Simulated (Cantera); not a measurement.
**Equilibrium for silicon etching in halogen gases: Si + Cl2 + N2**

A closed system holds: 1 mol Si, 4.2 mol Cl2, 0.28 mol N2, held at 1.50 mbar.

Method: chemical equilibrium by Gibbs-energy minimisation in Cantera with the NASA 1993 tables (ideal gas, pure condensed phases). Candidate condensed phases: Si, Si3N4; 13 gas species. The tables' values for SiCl3 are old estimates; treat these amounts as uncertain. Kinetics and transport are ignored.

```
T (°C)     x Cl   x Cl2  x SiCl4    x N2   x SiCl3   x SiCl2
------  -------  ------  -------  ------  --------  --------
650     0.00229   0.630    0.287  0.0804  4.18e-10    <1e-12
725     0.00770   0.626    0.286  0.0801   5.84e-9    <1e-12
800      0.0218   0.614    0.284  0.0796   5.63e-8    <1e-12
875      0.0531   0.589    0.280  0.0783   4.04e-7  6.45e-12
950       0.113   0.540    0.271  0.0759   2.29e-6  1.54e-10
1025      0.213   0.458    0.257  0.0719   1.08e-5   2.70e-9
1100      0.350   0.347    0.237  0.0664   4.42e-5   3.81e-8
1175      0.498   0.225    0.216  0.0604  0.000167   4.76e-7
1250      0.621   0.125    0.197  0.0554  0.000611   5.64e-6
1325      0.699  0.0622    0.184  0.0522   0.00217   6.31e-5
1400      0.740  0.0297    0.172  0.0503   0.00716  0.000622
```
x: gas mole fraction; nothing condenses.

From 650 °C to 1400 °C nothing is condensed. The main Si-bearing gas is SiCl4 throughout.
